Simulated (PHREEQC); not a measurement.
A made-up water analysis in mg/kgw, 25 °C, pH 4.15, pe 12.2: Na 1740; K 689; Ca 467; Mg 234; Cl 1260; S(6) as SO4 4940; Zn 7.87; Ni 7.35; Al 2.16; Li 0.0989; Cd 27.6.

Valence states are taken as typed.

Model: ion-association model, wateq4f.dat, run in PHREEQC.

```
Quantity                     Result
--------------------  -------------
ionic strength        0.160 mol/kgw
total alkalinity      -0.196 meq/kg
charge-balance error         -0.5 %
```

| species | molality | activity | log γ |
|---|---|---|---|
| Na+ | 0.0716 | 0.0541 | -0.122 |
| SO4-2 | 0.0360 | 0.0114 | -0.499 |
| Cl- | 0.0355 | 0.0258 | -0.137 |
| K+ | 0.0164 | 0.0119 | -0.137 |
| Ca+2 | 0.00666 | 0.00228 | -0.466 |
| CaSO4 | 0.00499 | 0.00518 | 0.016 |
| Mg+2 | 0.00498 | 0.00180 | -0.442 |
| MgSO4 | 0.00464 | 0.00482 | 0.016 |
| NaSO4- | 0.00407 | 0.00309 | -0.119 |

Precipitation was switched off in this run. Complexes and solids missing from the database can't appear.
